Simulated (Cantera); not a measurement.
What does this Cantera script print?

```python
import numpy as np
import cantera as ct

gas_names = """
    B BH BH2 BH3 BO BO2 B2 B2O B2O2 B2O3 B3O3H3 H HBO HBO2 HO2 H2 H2O H2O2 H3B3O6 O OH O2 O3
""".split()
cond_names = """
    B(b) B(L) B2O3(L) B3O3H3(cr) H2O(s) H2O(L)
""".split()


# ... load() reads the species with a 1 bar reference pressure and builds the phases ...
atoms = {
    'B': {'B': 1},
    'O2': {'O': 2},
    'H2': {'H': 2},
}
top_T = {}  # K; cautious upper limits of use, not melting points


# ... equilibrate(T, P, feed) seeds the gas with the atoms and calls Mixture.equilibrate('TP', solver="vcs", rtol=1e-11, max_steps=5000) ...
results = []
feed = {'B': 1, 'O2': 0.87, 'H2': 0.3}  # mol
P = 1333.22  # Pa
for T in [823, 923, 1023, 1123, 1223, 1323, 1423, 1523, 1623, 1723, 1823, 1923, 2023]:
    mix = equilibrate(T, P, feed)
    results.append((T, P, feed, dict(zip(mix.species_names, mix.species_moles))))

top = {s: max(r[3][s] / sum(r[3][g] for g in gas_names) for r in results) for s in gas_names}
cols = sorted((s for s in top if top[s] > 0.001), key=lambda s: -top[s])[:5]
seen = [c for c in cond_names if any(r[3].get(c, 0) > 1e-12 for r in results)]
print("log10 of partial pressures in bar; condensed amounts in mol")
print(f"{'T/K':>10s}" + "".join(f"{s[:9]:>10s}" for s in cols + seen))
for T, P, feed, n in results:
    ng = sum(n[g] for g in gas_names)
    print(f"{T:10.4g}" + "".join(f"{np.log10(max(n[s] / ng * P / 1e5, 1e-99)):10.3f}" for s in cols)
          + "".join(f"{n.get(c, 0):10.4g}" for c in seen))
```

It prints:

```
log10 of partial pressures in bar; condensed amounts in mol
       T/K       H2O      HBO2      B2O3        H2    H3B3O6   B2O3(L)
       823    -1.976    -7.547   -15.983    -2.573    -4.065    0.4971
       923    -1.974    -6.331   -13.215    -2.573    -4.336    0.4984
      1023    -1.973    -5.364   -11.008    -2.574    -4.565     0.499
      1123    -1.974    -4.578    -9.209    -2.574    -4.761    0.4991
      1223    -1.977    -3.929    -7.716    -2.576    -4.934    0.4983
      1323    -1.988    -3.388    -6.459    -2.581    -5.098     0.495
      1423    -2.017    -2.937    -5.387    -2.593    -5.271    0.4861
      1523    -2.085    -2.571    -4.463    -2.622    -5.487    0.4653
      1623    -2.228    -2.294    -3.658    -2.675    -5.803    0.4216
      1723    -2.509    -2.130    -2.952    -2.772    -6.316    0.3297
      1823    -3.119    -2.167    -2.328    -2.998    -7.313   0.03026
      1923    -3.115    -2.189    -2.298    -3.023    -8.170         0
      2023    -3.073    -2.201    -2.295    -3.032    -8.915         0
```

Method: chemical equilibrium by Gibbs-energy minimisation in Cantera with the NASA 1993 tables (ideal gas, pure condensed phases). Gases not in the tables: H3BO3.
